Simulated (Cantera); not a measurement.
## Stirred combustor or abatement burner

A perfectly stirred reactor is fed with CH4 : O2 : N2 = 1 : 1.25 : 4.7 (molar parts), at 1.00 bar; it is adiabatic with a 650 K inlet, and is followed from long to short residence time, starting on the burning branch (τ in s: 0.43, 0.16, 0.059, 0.022, 0.0081, 0.003, 0.0011, 0.00042, 0.00016, 5.8e-05).

Detailed kinetics in Cantera: GRI-Mech 3.0 (53 species, 325 reactions).

```csv
τ (s),T (K),x CH4,x O2,x HCO,x C2H4,x CO,x NO
0.43,2082,0.000119,2.38e-5,4.53e-8,5.81e-8,0.0967,0.000101
0.16,2081,0.000258,5.77e-5,6.95e-8,3.03e-7,0.0964,0.000128
0.059,2081,0.000529,0.000141,1.27e-7,1.43e-6,0.0959,0.000146
0.022,2080,0.000957,0.000333,2.63e-7,5.45e-6,0.0947,0.000147
0.0081,2076,0.00154,0.000764,5.87e-7,1.72e-5,0.0930,0.000132
0.0030,2067,0.00229,0.00170,1.34e-6,4.67e-5,0.0911,0.000102
0.0011,2044,0.00349,0.00389,3.14e-6,0.000124,0.0891,6.40e-5
0.00042,1984,0.00638,0.00996,7.07e-6,0.000373,0.0869,2.61e-5
0.00016,650,0.144,0.180,<1e-12,<1e-12,<1e-12,<1e-12
5.8e-5,650,0.144,0.180,<1e-12,<1e-12,<1e-12,<1e-12
```
x: mole fraction; the columns are a selection and need not sum to one.
